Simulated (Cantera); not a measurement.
Charge: 1 mol CCl4, 0.16 mol Si, held at 0.0670 bar.

These are equilibrium values from Cantera (NASA tables, ideal gas, pure condensed phases), not measurements of a reactor. Candidate condensed phases: C, Si, SiC; 24 gas species. The tables' values for SiCl, SiCl3, CCl are old estimates; treat these amounts as uncertain. Rates play no part.

log p: log10 of the partial pressure in bar; n: condensed amount in mol.

| T (K) | log p Cl | log p C3 | log p SiCl2 | log p SiC2 | log p Si | n C(graphite) |
|---|---|---|---|---|---|---|
| 2673 | -1.19 | -5.21 | -2.59 | -5.39 | -5.01 | 0.998 |
| 2723 | -1.19 | -4.92 | -2.59 | -5.03 | -4.69 | 0.996 |
| 2773 | -1.19 | -4.65 | -2.60 | -4.68 | -4.39 | 0.993 |
| 2823 | -1.19 | -4.38 | -2.61 | -4.35 | -4.12 | 0.986 |
| 2873 | -1.19 | -4.12 | -2.64 | -4.04 | -3.86 | 0.974 |
| 2923 | -1.19 | -3.87 | -2.69 | -3.77 | -3.63 | 0.953 |
| 2973 | -1.19 | -3.63 | -2.76 | -3.53 | -3.44 | 0.917 |
| 3023 | -1.20 | -3.40 | -2.87 | -3.34 | -3.29 | 0.862 |
| 3073 | -1.20 | -3.18 | -3.01 | -3.19 | -3.17 | (withheld) |
| 3123 | -1.20 | -2.96 | -3.18 | -3.08 | -3.10 | (withheld) |
| 3173 | -1.21 | -2.75 | -3.39 | -3.00 | -3.06 | (withheld) |
| 3223 | -1.22 | -2.55 | -3.62 | -2.95 | -3.05 | (withheld) |
| 3273 | -1.22 | -2.44 | -3.82 | -2.95 | -3.02 | 0 |
| 3323 | -1.22 | -2.45 | -3.98 | -2.98 | -2.96 | 0 |

Q: Some entries are withheld; supply them.

A: 
- 3073, n C(graphite): 0.779
- 3123, n C(graphite): 0.658
- 3173, n C(graphite): 0.478
- 3223, n C(graphite): 0.203
